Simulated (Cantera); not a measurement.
Charge: 1 mol Si, 1.3 mol HCl, 8 mol H₂, at 7.90 bar.

Method: chemical equilibrium by Gibbs-energy minimisation in Cantera with the NASA 1993 tables (ideal gas, pure condensed phases). Candidate condensed phases: Si; 19 gas species. Gases not in the tables: Si₂H₆ and higher silanes. Kinetics and transport are ignored.

Which condensed phases are stable at each of these points (T (°C)): 227, 377, 527, 677, 827, 977, 1127, 1277, 1427?


```tsv
T (°C)	condensed phases	Si condensed (%)
227	Si(s)	60.4
377	Si(s)	60.3
527	Si(s)	60.4
677	Si(s)	60.9
827	Si(s)	62.6
977	Si(s)	65.5
1127	Si(s)	69.0
1277	Si(s)	71.4
1427	Si(l)	72.4
```

From 227 °C to 1277 °C the condensed part is Si(s). At 1427 °C the condensed part is Si(l).
